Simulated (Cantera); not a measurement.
A perfectly stirred reactor is fed with 1.95 % CO, 5.01 % O2, 0.204 % H2O, 92.8 % N2, at 0.987 atm; it is held at 1100 K, and followed from long to short residence time.

Model: GRI-Mech 3.0 (53 species, 325 reactions), integrated in Cantera.

### Question
Predict: x(CO) at τ = 2.80 s; x(O2) at τ = 2.80 s; x(H2O) at τ = 2.80 s; x(OH) at τ = 2.80 s; x(N2O) at τ = 2.80 s; x(CO) at τ = 54.0 ms; x(O2) at τ = 54.0 ms; x(H2O) at τ = 54.0 ms; x(OH) at τ = 54.0 ms; x(N2O) at τ = 54.0 ms.

### Answer
| Item | Result |
|---|---|
| x(CO) at τ = 2.80 s | 0.000692 |
| x(O2) at τ = 2.80 s | 0.0411 |
| x(H2O) at τ = 2.80 s | 0.00206 |
| x(OH) at τ = 2.80 s | 3.54e-6 |
| x(N2O) at τ = 2.80 s | 1.34e-6 |
| x(CO) at τ = 54.0 ms | 0.00780 |
| x(O2) at τ = 54.0 ms | 0.0445 |
| x(H2O) at τ = 54.0 ms | 0.00203 |
| x(OH) at τ = 54.0 ms | 9.73e-6 |
| x(N2O) at τ = 54.0 ms | 6.30e-7 |
